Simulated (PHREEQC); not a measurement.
1.1 g of hydrous ferric oxide (600 m²/g; 0.2 weak and 0.005 strong sites per Fe, Dzombak-Morel constants, diffuse double layer) in 1 kg of water with 0.1 mol/kgw of an inert sodium salt and 2.9e-06 mol/kgw BaCl2, at 25 °C; the pH is set by adding NaOH or the inert anion's acid. O2 is buffered at 0.21 atm. CO2 from the air is kept out. Precipitation was switched off in this run.

Base run: PHREEQC, ion-association model, wateq4f.dat. Each further column changes one thing. The table gives surface charge σ (C/m²).

| pH | base | background salt from 0.1 to 0.01 mol/kgw | oxide from 1.1 to 5.5 g/kgw |
|---|---|---|---|
| 3 | 0.363 | 0.327 | 0.364 |
| 4 | 0.321 | 0.219 | 0.322 |
| 4.5 | 0.273 | 0.162 | 0.275 |
| 5.5 | 0.159 | 0.077 | 0.160 |
| 6 | 0.112 | 0.050 | 0.112 |
| 7 | 0.045 | 0.017 | 0.045 |
| 8 | 0.004 | 0.001 | 0.004 |
| 8.5 | -0.014 | -0.005 | -0.014 |
| 9.5 | -0.060 | -0.024 | -0.060 |
| 10 | -0.093 | -0.040 | -0.094 |
| 11 | -0.190 | -0.100 | -0.191 |

The oxide is taken as insoluble; below pH 4 it would dissolve.
